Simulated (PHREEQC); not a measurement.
A solution holds 0.018 mol/kgw Cu(BF4)2 and 0.011 mol/kgw HCl, at 25 °C. Closed to the air; pH follows from the charge balance.

Model: ion-association model, wateq4f.dat, run in PHREEQC.

Precipitation was switched off in this run.

Q: Predict the pH, ionic strength.

A: pH 2.06; ionic strength 0.0635 mol/kgw.

Q: In which forms is B present?

A: BF4- 90 %, H3BO3 4.6 %, BF3OH- 4.3 %, BF2(OH)2- 0.8 % of the B.

Real BF4- forms and hydrolyses slowly; the run takes it at equilibrium.
